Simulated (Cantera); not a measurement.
An adiabatic, constant-pressure homogeneous reactor starts with CH4 : O2 : N2 = 1 : 4.55 : 17.1 (molar parts), equivalence ratio 0.44, at 1600 K and 5.00 bar.

Detailed kinetics in Cantera: GRI-Mech 3.0 (53 species, 325 reactions).

Question: Predict: time of steepest temperature rise; temperature at 0.100 s; equilibrium temperature; x(O2) at 0.100 s; x(NO) at 0.100 s; x(H2O) at 0.100 s.

Answer: 
* **time of steepest temperature rise**: 0.106 ms
* **temperature at 0.100 s**: 2436 K
* **equilibrium temperature**: 2436 K
* **x(O2) at 0.100 s**: 0.104 (gas-phase equilibrium 0.104)
* **x(NO) at 0.100 s**: 0.0141 (gas-phase equilibrium 0.0141)
* **x(H2O) at 0.100 s**: 0.0843 (gas-phase equilibrium 0.0843)
